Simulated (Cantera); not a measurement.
A perfectly stirred reactor is fed with H2 : O2 : N2 = 0.45 : 1 : 2.1 (molar parts), equivalence ratio 0.23, at 13300 Pa; it is held at 1350 K, and followed from long to short residence time.

Computed with Cantera and the H2/O2 subset of GRI-Mech 3.0, which has no nitrogen chemistry. The temperature is held fixed by assumption; the heat of reaction is taken as removed at once.

One state of this run: x H2 = 0.000163; x O2 = 0.233; x HO2 = 3.14e-6; x H = 3.83e-5; x H2O2 = 2.15e-7; x H2O = 0.135. x: mole fraction; the columns are a selection and need not sum to one.

Task: Which value of τ (s) does it belong to?
A. 7.8
B. 0.15
C. 2.1
D. 0.55

Result: D, 0.55
